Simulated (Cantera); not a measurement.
What does this Cantera script print?

```python
import numpy as np
import cantera as ct

gas = ct.Solution("gri30.yaml")
gas.TPX = 1350, 1333, {'H2': 0.27, 'O2': 1, 'H2O': 0.052}
reactor = ct.IdealGasConstPressureReactor(gas, energy="off", clone=False)
net = ct.ReactorNet([reactor])
net.rtol, net.atol = 1e-08, 1e-18
show = ['H2', 'O2', 'HO2', 'O', 'OH', 'H2O2', 'H2O']
times = np.geomspace(0.0001, 10, 11)

steps = ct.SolutionArray(gas, extra=["t"])
rows = []
print(f"{'t/s':>10s}{'T/K':>9s}{'P/Pa':>11s}" + "".join(f"{s:>11s}" for s in show))
for t in times:
    while net.time < t:
        t_next = net.step()
        steps.append(gas.state, t=t_next)
    rows.append([np.interp(t, steps.t, y) for y in (steps.T, steps.P, *steps(*show).X.T)])
    print(f"{t:10.3e}{rows[-1][0]:9.1f}{rows[-1][1]:11.4g}" + "".join(f"{x:11.3e}" for x in rows[-1][2:]))
rate = np.gradient(steps.T, steps.t)
print("integrator steps:", len(steps.t))
if steps.T.max() > steps.T[0] + 200:
    print(f"time of steepest temperature rise: {steps.t[rate.argmax()]:.4e} s")
gas.TPX = 1350, 1333, {'H2': 0.27, 'O2': 1, 'H2O': 0.052}
gas.equilibrate("TP")
print(f"equilibrium (TP): T = {gas.T:.1f} K  " + "  ".join(f"{s} {gas[s].X[0]:.3e}" for s in show))
```

Result:

```
       t/s      T/K       P/Pa         H2         O2        HO2          O         OH       H2O2        H2O
 1.000e-04   1350.0       1333  2.042e-01  7.564e-01  1.766e-07  2.238e-07  1.705e-07  4.766e-10  3.933e-02
 3.162e-04   1350.0       1333  2.041e-01  7.563e-01  6.665e-07  3.857e-05  2.892e-05  4.750e-09  3.943e-02
 1.000e-03   1350.0       1333  1.325e-02  6.345e-01  6.755e-06  8.027e-02  1.712e-02  2.994e-07  1.899e-01
 3.162e-03   1350.0       1333  1.120e-02  6.445e-01  6.964e-06  7.270e-02  1.608e-02  3.015e-07  2.016e-01
 1.000e-02   1350.0       1333  8.053e-03  6.729e-01  7.318e-06  4.860e-02  1.392e-02  3.286e-07  2.266e-01
 3.162e-02   1350.0       1333  2.658e-03  7.112e-01  6.153e-06  1.490e-02  8.189e-03  2.791e-07  2.580e-01
 1.000e-01   1350.0       1333  3.218e-04  7.259e-01  2.128e-06  1.768e-03  2.874e-03  1.161e-07  2.689e-01
 3.162e-01   1350.0       1333  3.731e-05  7.281e-01  3.956e-07  2.053e-04  9.830e-04  3.541e-08  2.706e-01
 1.000e+00   1350.0       1333  6.314e-06  7.285e-01  1.018e-07  3.491e-05  4.057e-04  1.102e-08  2.710e-01
 3.162e+00   1350.0       1333  1.484e-06  7.286e-01  6.854e-08  8.237e-06  1.971e-04  3.891e-09  2.712e-01
 1.000e+01   1350.0       1333  6.250e-07  7.287e-01  8.150e-08  3.471e-06  1.279e-04  2.236e-09  2.712e-01
integrator steps: 1664
equilibrium (TP): T = 1350.0 K  H2 5.654e-07  O2 7.287e-01  HO2 8.412e-08  O 3.140e-06  OH 1.217e-04  H2O2 2.120e-09  H2O 2.712e-01
```

Cantera simulation using GRI-Mech 3.0 (53 species, 325 reactions); the numbers are that mechanism's predictions, not measurements. Radical loss at walls, strong at low pressure, is not modelled. The temperature is held fixed by assumption; the heat of reaction is taken as removed at once.
